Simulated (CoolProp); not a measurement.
R245ca along the isobar 4.46 MPa: Z from the reference equation and from simpler models built on Tc = 447.6 K, pc = 3.941 MPa, ω = 0.355; each cubic takes its own stable root.

Model: reference Helmholtz-energy equation of state, Zhou 2016, in CoolProp.

```
T (K)   phase   reference  van der Waals  Redlich-Kwong  Soave-Redlich-Kwong  Peng-Robinson
-----  ------  ----------  -------------  -------------  -------------------  -------------
386.7  liquid      0.1616         0.2580         0.1897               0.1795         0.1588
393.1  liquid      0.1622         0.2585         0.1914           (withheld)         0.1604
399.6  liquid      0.1631     (withheld)         0.1937               0.1835         0.1625
406.1  liquid  (withheld)         0.2611         0.1965               0.1864         0.1652
412.6  liquid      0.1662         0.2633         0.2001               0.1902         0.1688
419    liquid  (withheld)         0.2663         0.2046               0.1951         0.1733
425.5  liquid      0.1719         0.2703         0.2105           (withheld)         0.1793
432    liquid      0.1767         0.2758         0.2182               0.2101         0.1876
438.5  liquid      0.1838         0.2835         0.2290               0.2225     (withheld)
444.9  liquid      0.1957         0.2944         0.2449               0.2420         0.2184
```

Question: Fill in the missing entries.

Answer: 
- 393.1, Soave-Redlich-Kwong: 0.1812
- 399.6, van der Waals: 0.2596
- 406.1, reference: 0.1644
- 419, reference: 0.1686
- 425.5, Soave-Redlich-Kwong: 0.2015
- 438.5, Peng-Robinson: 0.1995
